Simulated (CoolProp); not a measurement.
Vapour-liquid equilibrium of CHF3 (R23) (1) + n-butane (2) at 268.9 K; x and y are mole fractions of (1).

The numbers come from the multi-fluid Helmholtz-energy mixture model, Penoncello 2003 and Bücker 2006; pair parameters Bell 2016 in CoolProp.

```csv
x,bubble pressure (MPa),y at the bubble point,dew pressure at overall composition x (MPa),liquid density (mol/L)
0.05,0.4504,0.795,?,10.60
0.125,0.9062,0.891,0.1006,?
0.2,1.247,0.917,0.1103,11.17
0.275,1.477,0.928,0.1220,11.47
0.35,1.617,0.933,0.1365,11.76
0.425,1.693,?,0.1547,?
0.5,1.733,0.938,0.1785,12.36
0.575,1.760,0.939,0.2110,12.67
0.65,1.791,0.941,0.2577,12.99
0.725,?,0.944,?,13.34
0.8,1.906,0.950,0.4634,13.73
0.875,2.001,0.962,0.7731,14.19
0.95,2.124,0.981,?,14.77
```

Question: Complete the blanks.

Answer: 
- 0.05, dew pressure at overall composition x (MPa): 0.09240
- 0.125, liquid density (mol/L): 10.89
- 0.425, y at the bubble point: 0.936
- 0.425, liquid density (mol/L): 12.06
- 0.725, bubble pressure (MPa): 1.837
- 0.725, dew pressure at overall composition x (MPa): 0.3312
- 0.95, dew pressure at overall composition x (MPa): 1.902

No azeotrope shows between x = 0.05 and 0.95.

The pair parameters rest on a limited set of measurements; away from them the model extrapolates. With so large a gap from Raoult's law the liquid may split in two, which this calculation doesn't test in full.
